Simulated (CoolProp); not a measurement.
Properties of C2F6 (R116) along the isobar 3.66 MPa.

The numbers come from the reference Helmholtz-energy equation of state, Lemmon 2006 in CoolProp. It is a short technical equation, of lower accuracy than the large ones.

```tsv
T (K)	phase	cv (kJ/(kg K))	speed of sound (m/s)	Joule-Thomson coefficient (K/MPa)	isothermal compressibility (1/MPa)	expansivity (1/kK)	fugacity coefficient
204.5	liquid	0.6426	544.1	-0.2896	0.003168	2.757	0.05044
211.4	liquid	0.6516	516.5	-0.2573	0.003599	2.900	0.06810
218.3	liquid	0.6607	489.0	-0.2202	0.004120	3.066	0.08967
225.2	liquid	0.6699	461.4	-0.1771	0.004759	3.262	0.1154
232.1	liquid	0.6793	433.7	-0.1263	0.005556	3.494	0.1456
239.1	liquid	0.6889	405.4	-0.06444	0.006588	3.780	0.1808
246	liquid	0.6985	377.0	0.01033	0.007919	4.128	0.2199
252.9	liquid	0.7084	348.1	0.1042	0.009716	4.568	0.2633
259.8	liquid	0.7185	318.4	0.2258	0.01224	5.145	0.3107
266.7	liquid	0.7291	287.6	0.3903	0.01601	5.936	0.3617
273.6	liquid	0.7405	255.1	0.6259	0.02207	7.101	0.4157
```
